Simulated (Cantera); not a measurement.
A freely propagating, adiabatic, planar premixed flame of 14.5 % CH₄, 4.48 % CO, 20.8 % O₂, 60.3 % N₂, unburnt at 325 K and 0.987 atm; mixture-averaged transport, grid criteria slope 0.08 and curve 0.16, no radiation.

Detailed kinetics in Cantera: GRI-Mech 3.0 (53 species, 325 reactions). Burning velocities carry a grid error of a few per cent, more on coarse grids.

**Question.** Predict: laminar burning velocity; thermal thickness; peak x(HCO); peak x(C₂H₂); peak x(CH₂CO).

**Answer.** 
```json
{
 "laminar_burning_velocity": "33.2 cm/s",
 "thermal_thickness": "0.543 mm",
 "peak x(HCO)": "2.51e-5",
 "peak x(C₂H₂)": "0.00195",
 "peak x(CH₂CO)": "0.000377"
}
```
